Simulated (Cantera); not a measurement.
A perfectly stirred reactor is fed with CH4 : H2 : O2 : N2 = 1 : 0.035 : 3.67 : 13.8 (molar parts), equivalence ratio 0.55, at 5.00 bar; it is adiabatic with a 500 K inlet, and is followed from long to short residence time, starting on the burning branch (τ in s: 0.033, 0.017, 0.0087, 0.0044, 0.0023, 0.0012, 0.00059, 0.0003, 0.00015, 7.9e-05).

Detailed kinetics in Cantera: GRI-Mech 3.0 (53 species, 325 reactions).

x: mole fraction; the columns are a selection and need not sum to one.

| τ (s) | T (K) | x CH4 | x H2 | x O2 | x H | x CH3 | x CH2 |
|---|---|---|---|---|---|---|---|
| 0.033 | 1732 | 1.70e-5 | … | 0.0894 | 2.04e-6 | 3.32e-6 | 2.29e-8 |
| 0.017 | 1730 | 2.68e-5 | … | 0.0895 | 3.67e-6 | 5.26e-6 | 4.28e-8 |
| 0.0087 | 1727 | 4.25e-5 | … | 0.0896 | 6.73e-6 | 8.21e-6 | 7.94e-8 |
| 0.0044 | 1723 | 6.79e-5 | … | 0.0898 | 1.26e-5 | 1.28e-5 | 1.46e-7 |
| 0.0023 | 1716 | 0.000107 | … | 0.0901 | 2.27e-5 | 1.93e-5 | 2.56e-7 |
| 0.0012 | 1705 | 0.000172 | … | 0.0907 | 4.06e-5 | 2.92e-5 | 4.40e-7 |
| 0.00059 | 1685 | 0.000305 | … | 0.0919 | 7.39e-5 | 4.71e-5 | 7.73e-7 |
| 0.00030 | 1646 | 0.000616 | … | 0.0944 | 0.000119 | 8.19e-5 | 1.27e-6 |
| 0.00015 | 500 | 0.0540 | 0.00189 | 0.198 | <1e-12 | <1e-12 | <1e-12 |
| 7.9e-5 | 500 | 0.0540 | 0.00189 | 0.198 | <1e-12 | <1e-12 | <1e-12 |

What belongs in the gaps?


- 0.033, x H2: 2.81e-5
- 0.017, x H2: 4.29e-5
- 0.0087, x H2: 6.67e-5
- 0.0044, x H2: 0.000105
- 0.0023, x H2: 0.000164
- 0.0012, x H2: 0.000257
- 0.00059, x H2: 0.000428
- 0.00030, x H2: 0.000745
